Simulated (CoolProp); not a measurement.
Saturation properties of m-xylene (Tc = 343.7 °C, pc = 35.35 bar, ω = 0.326).

The numbers come from the reference Helmholtz-energy equation of state, Zhou 2012 in CoolProp.

```tsv
T (°C)	p (bar)	liquid density (kg/m³)	surface tension (mN/m)	vapour viscosity (µPa s)	liquid conductivity (mW/(m K))
203.35	4.368	685.9	10.0	10.3	87.3
210.45	4.999	677.4	9.41	10.5	86.0
217.55	5.696	668.7	8.78	10.6	84.8
224.55	6.453	659.8	8.17	10.8	83.6
231.65	7.296	650.5	7.57	11.0	82.5
238.75	8.220	640.9	6.97	11.2	81.4
245.85	9.230	630.9	6.38	11.4	80.4
252.95	10.33	620.5	5.81	11.6	79.4
260.05	11.53	609.7	5.24	11.8	78.5
267.05	12.81	598.4	4.70	12.0	77.7
274.15	14.21	586.4	4.16	12.3	76.9
281.25	15.73	573.7	3.63	12.5	76.2
288.35	17.37	560.1	3.12	12.8	75.6
295.45	19.14	545.4	2.63	13.1	75.1
302.55	21.05	529.4	2.15	13.5	74.6
```

It boils at 139.1 °C under 1 atm.

Viscosity comes from a separate model (Cao 2016). Thermal conductivity comes from a separate model (Mylona 2014). Surface tension comes from a separate correlation (Mulero 2014).
